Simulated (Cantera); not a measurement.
Mixture: CH4 : O2 : N2 : H2O = 1 : 1.18 : 4.42 : 0.15 (molar parts), equivalence ratio 1.7, at 9.87 atm, adiabatic and at constant pressure. Ignition delay is the time to a rise of 400 K.

Computed with Cantera and GRI-Mech 3.0 (53 species, 325 reactions).

Problem. Predict: delay at 1250 K; delay at 1400 K; delay at 1550 K; delay at 1700 K; delay at 1850 K; apparent activation energy between 1775 and 1925 K.

Solution. 
```
Item                                                     Value
--------------------------------------------------  ----------
delay at 1250 K                                        3.48 ms
delay at 1400 K                                       0.681 ms
delay at 1550 K                                       0.155 ms
delay at 1700 K                                        40.8 µs
delay at 1850 K                                        13.0 µs
apparent activation energy between 1775 and 1925 K  200 kJ/mol
```
